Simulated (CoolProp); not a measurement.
R507A along the isobar 0.101 MPa: fugacity coefficient from the reference equation and from simpler models built on Tc = 343.8 K, pc = 3.705 MPa, ω = 0.286; each cubic takes its own stable root.

The numbers come from the reference Helmholtz-energy equation of state, Lemmon 2003 in CoolProp. It is a pseudo-pure fit of the blend.

```csv
T (K),phase,reference
236.7,gas,0.9616
242.3,gas,0.9649
248,gas,0.9679
253.7,gas,0.9706
259.4,gas,0.9729
265.1,gas,0.9750
270.7,gas,0.9769
276.4,gas,0.9786
282.1,gas,0.9801
287.8,gas,0.9815
293.5,gas,0.9828
299.2,gas,0.9839
304.8,gas,0.9849
310.5,gas,0.9859
316.2,gas,0.9868
```

How far does each simpler model (van der Waals, Redlich-Kwong, Soave-Redlich-Kwong) lie from the reference over these 15 states: mean and median of the absolute difference, and the worst?


- van der Waals: mean 0.9 %, median 0.8 %, worst +2.0 % at 236.7 K and 0.101 MPa
- Redlich-Kwong: mean 0.5 %, median 0.4 %, worst +1.3 % at 236.7 K and 0.101 MPa
- Soave-Redlich-Kwong: mean 0.4 %, median 0.3 %, worst +0.9 % at 236.7 K and 0.101 MPa
